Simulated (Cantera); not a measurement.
A closed system holds: 1 mol AlN, 4.7 mol O2, 14 mol N2, at 1050 K and 0.133 bar.

Method: chemical equilibrium by Gibbs-energy minimisation in Cantera with the NASA 1993 tables (ideal gas, pure condensed phases). Candidate condensed phases: Al, AlN, Al2O3; 16 gas species. Equilibrium is a limit: real reactors are often held back by kinetics, nucleation or transport.

**Question.** What is the equilibrium state?

**Answer.** 
```
Item                                  Value
--------------------------------  ---------
x(N2)                                 0.786
x(O2)                                 0.214
x(NO)                               5.32e-5
n(Al2O3(s))                       0.500 mol
gas amount                        18.45 mol
log10 activity of Al(l) (absent)     -32.29
```
